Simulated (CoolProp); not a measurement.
Values from CoolProp's reference Helmholtz-energy equation of state, Span 1996.

**Question.** For carbon dioxide, give the phase and the speed of sound (m/s), Joule-Thomson coefficient (K/MPa), viscosity (µPa s), conductivity (mW/(m K)) at 267.4 K and 8.22 bar; 899.9 K and 1.46 bar; 410.4 K and 215 bar.

**Answer.** 
- 267.4 K and 8.22 bar: gas; speed of sound 248, Joule-Thomson coefficient 14.6, viscosity 13.5, conductivity 14.8
- 899.9 K and 1.46 bar: gas; speed of sound 449, Joule-Thomson coefficient 0.646, viscosity 38.1, conductivity 63.8
- 410.4 K and 215 bar: supercritical; speed of sound 321, Joule-Thomson coefficient 2.48, viscosity 32.0, conductivity 48.1

Viscosity comes from a separate model (Laesecke 2017). Thermal conductivity comes from a separate model (Huber 2016).
